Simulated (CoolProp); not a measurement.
A simple Rankine cycle with n-octane: condensing at 331.15 K, boiler at 0.148 MPa, turbine inlet 418.1 K, turbine efficiency 0.7, pump efficiency 0.7, no recuperator. Each further row changes one setting.

The numbers come from the reference Helmholtz-energy equation of state, Beckmüller 2019 in CoolProp.

```
case                             thermal efficiency (%)  net work (kJ/kg)  heat in (kJ/kg)  turbine exit temperature (K)  volume ratio over the turbine
-------------------------------  ----------------------  ----------------  ---------------  ----------------------------  -----------------------------
as stated                                             …                 …              510                         389.1                           15.3
turbine inlet 438.1 K                              10.2                 …                …                         409.4                           15.2
condensing temperature 323.15 K                       …              60.4              528                         385.7                              …
boiler pressure 0.104 MPa                           9.3              47.4              512                         393.4                           10.6
turbine efficiency 0.6                              9.0              45.9              510                         392.9                           15.5
```

### Question
Complete the blanks.

### Answer

- as stated, thermal efficiency (%): 10.5
- as stated, net work (kJ/kg): 53.6
- turbine inlet 438.1 K, net work (kJ/kg): 56.6
- turbine inlet 438.1 K, heat in (kJ/kg): 555
- condensing temperature 323.15 K, thermal efficiency (%): 11.4
- condensing temperature 323.15 K, volume ratio over the turbine: 21.8
